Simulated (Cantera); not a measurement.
A perfectly stirred reactor is fed with CH₃OH : O₂ : N₂ : H₂O = 1 : 3.57 : 13.4 : 2.6 (molar parts), equivalence ratio 0.42, at 0.320 bar; it is adiabatic with a 698 K inlet, and is followed from long to short residence time, starting on the burning branch (τ in s: 0.082, 0.025, 0.0074, 0.0022, 0.00067, 0.0002, 6e-05, 1.8e-05, 5.4e-06).

Model: GRI-Mech 3.0 (53 species, 325 reactions), integrated in Cantera. GRI-Mech 3.0 was tuned for natural gas; its chemistry of methanol as a main component is partial and can be far from experiment.

One state of this run: T (K) = 1472; x CH₃OH = 0.000165; x O₂ = 0.102; x H₂O = 0.213; x CH₃ = 1.99e-6; x C₂H₆ = 1.46e-10; x N₂O = 1.18e-7; x HO₂ = 6.92e-5. x: mole fraction; the columns are a selection and need not sum to one.

Which value of τ (s) does it belong to?
(A) 0.025
(B) 0.0022
(C) 1.8e-5
(D) 0.00067

B, 0.0022
